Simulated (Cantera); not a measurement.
Feed: 1 mol Si₂Cl₆, 0.056 mol HCl, 200 mol H₂, equilibrated at 2.10 mbar.

Method: chemical equilibrium by Gibbs-energy minimisation in Cantera with the NASA 1993 tables (ideal gas, pure condensed phases). Candidate condensed phases: Si; 19 gas species. The feed counts by its element totals alone. Rates play no part.

Over these rows the condensed part is Si(s). Partial pressures as log10 of bar:

```csv
T (K),1000/T (1/K),log p SiHCl₃,log p H₂,log p HCl
1100,0.9091,-6.62,-2.69,-4.27
1150,0.8696,?,-2.69,-4.26
1200,0.8333,-7.43,-2.69,-4.26
1250,0.8000,-7.80,-2.69,-4.26
1300,0.7692,-8.15,-2.69,-4.26
1350,0.7407,-8.47,-2.69,-4.26
```

### Question
Fit log p(SiHCl₃) = a + b·(1000/T) to the five rows, give the apparent enthalpy, and predict the row at 1150 K.

### Answer
Means: 1000/T = 0.8105, log p = -7.694. Sxy = 0.186026, Sxx = 0.0169298, so b = 10.99 and a = -7.694 − (10.99)×0.8105 = -16.60.
Apparent enthalpy: −19.145 × (10.99) = -210 kJ/mol. With the condensed phases at unit activity, Si(s) + 3 HCl(g) = SiHCl₃(g) + H₂(g) links this pressure to the main gases: over the six rows their terms move log p by +0.03 in all, so the slope is close to that reaction's ΔH°. The five rows lie within 0.01 of the line.
Prediction at 1150 K: -16.60 + (10.99)×0.8696 = -7.04. The computed value is -7.03, 0.01 from the line.
